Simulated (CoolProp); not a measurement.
Vapour-liquid equilibrium of R1234yf (1) + R152A (2) at 1.02 MPa; x and y are mole fractions of (1).

The numbers come from the multi-fluid Helmholtz-energy mixture model, Lemmon 2022 and Outcalt 1996; pair parameters Bell 2023 in CoolProp.

```csv
x,bubble temperature (°C),y at the bubble point,dew temperature at overall composition x (°C),liquid density (mol/L)
0.05,43.5,0.065,43.7,12.58
0.125,42.5,0.154,42.8,12.21
0.2,41.7,0.234,42.0,11.86
0.275,41.0,0.309,41.3,11.53
0.35,40.5,0.380,40.7,11.22
0.425,40.1,0.449,40.2,10.92
0.5,39.8,0.517,39.9,10.63
0.575,39.6,0.585,39.7,10.37
0.65,39.5,0.654,39.5,10.11
0.725,39.5,0.724,39.5,9.865
0.8,39.6,0.796,39.6,9.633
0.875,39.7,0.871,39.7,9.410
0.95,39.9,0.947,39.9,9.198
```

y crosses x between x = 0.65 and 0.725: the model has an azeotrope there.

The pair parameters rest on a limited set of measurements; away from them the model extrapolates.
